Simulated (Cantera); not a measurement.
**Equilibrium for nitride etching: Si3N4 + HF + N2**

A closed system holds: 1 mol Si3N4, 39 mol HF, 73 mol N2, at 64.5 Torr.

Method: chemical equilibrium by Gibbs-energy minimisation in Cantera with the NASA 1993 tables (ideal gas, pure condensed phases). Candidate condensed phases: Si, Si3N4; 37 gas species. The tables' values for SiF3, SiF2 are old estimates; treat these amounts as uncertain. Rates play no part.

From 775 K to 2075 K nothing is condensed. The main Si-bearing gas is SiF4 throughout.

| T (K) | log p N2 | log p HF | log p H2 | log p SiF4 |
|---|---|---|---|---|
| 775 | -1.24 | -1.68 | -2.33 | -2.63 |
| 875 | -1.24 | -1.68 | -2.33 | -2.63 |
| 975 | -1.24 | -1.68 | -2.33 | -2.63 |
| 1075 | -1.24 | -1.68 | -2.33 | -2.63 |
| 1175 | -1.24 | -1.68 | -2.33 | -2.63 |
| 1275 | -1.24 | -1.68 | -2.33 | -2.63 |
| 1375 | -1.24 | -1.68 | -2.33 | -2.63 |
| 1475 | -1.24 | -1.68 | -2.33 | -2.63 |
| 1575 | -1.24 | -1.68 | -2.33 | -2.63 |
| 1675 | -1.24 | -1.68 | -2.33 | -2.64 |
| 1775 | -1.24 | -1.68 | -2.34 | -2.64 |
| 1875 | -1.24 | -1.68 | -2.34 | -2.66 |
| 1975 | -1.24 | -1.67 | -2.35 | -2.69 |
| 2075 | -1.24 | -1.67 | -2.37 | -2.74 |
log p: log10 of the partial pressure in bar; nothing condenses.
